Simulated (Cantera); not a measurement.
What does this Cantera script print?

```python
import numpy as np
import cantera as ct

gas_names = """
    H HO2 H2 H2O H2O2 O OH O2 O3 Ta TaO TaO2
""".split()
cond_names = """
    H2O(s) H2O(L) Ta(cr) Ta(L) Ta2O5(s) Ta2O5(L)
""".split()


# ... load() reads the species with a 1 bar reference pressure and builds the phases ...
atoms = {
    'Ta2O5': {'Ta': 2, 'O': 5},
    'H2': {'H': 2},
}
top_T = {}  # K; cautious upper limits of use, not melting points


# ... equilibrate(T, P, feed) seeds the gas with the atoms and calls Mixture.equilibrate('TP', solver="vcs", rtol=1e-11, max_steps=5000) ...
results = []
feed = {'Ta2O5': 1, 'H2': 1100}  # mol
P = 1000  # Pa
for T in [898, 998, 1098, 1198, 1298, 1398, 1498, 1598, 1698, 1798, 1898]:
    mix = equilibrate(T, P, feed)
    results.append((T, P, feed, dict(zip(mix.species_names, mix.species_moles))))

top = {s: max(r[3][s] / sum(r[3][g] for g in gas_names) for r in results) for s in gas_names}
cols = sorted((s for s in top if top[s] > 0.001), key=lambda s: -top[s])[:6]
seen = [c for c in cond_names if any(r[3].get(c, 0) > 1e-12 for r in results)]
print("log10 of partial pressures in bar; condensed amounts in mol")
print(f"{'T/K':>10s}" + "".join(f"{s[:9]:>10s}" for s in cols + seen))
for T, P, feed, n in results:
    ng = sum(n[g] for g in gas_names)
    print(f"{T:10.4g}" + "".join(f"{np.log10(max(n[s] / ng * P / 1e5, 1e-99)):10.3f}" for s in cols)
          + "".join(f"{n.get(c, 0):10.4g}" for c in seen))
```

Output:

```
log10 of partial pressures in bar; condensed amounts in mol
       T/K        H2         H       H2O    Ta(cr)  Ta2O5(s)
       898    -2.000   -10.961    -9.649 9.879e-06         1
       998    -2.000    -9.667    -8.728 8.222e-05         1
      1098    -2.000    -8.607    -7.983 0.0004579    0.9998
      1198    -2.000    -7.721    -7.367  0.001891    0.9991
      1298    -2.000    -6.970    -6.850   0.00621    0.9969
      1398    -2.000    -6.325    -6.411   0.01706    0.9915
      1498    -2.000    -5.765    -6.034   0.04068    0.9797
      1598    -2.000    -5.274    -5.707   0.08644    0.9568
      1698    -2.001    -4.840    -5.421    0.1671    0.9163
      1798    -2.002    -4.454    -5.169    0.2983    0.8495
      1898    -2.004    -4.109    -4.946     0.495    0.7419
```

Equilibrium computed with Cantera from the NASA thermochemical tables; the gas is ideal and each condensed phase is pure. Mutual solubility and eutectic melting of coexisting phases are not modelled. Condensed phases not in the tables: N, O or C dissolved in the metal.
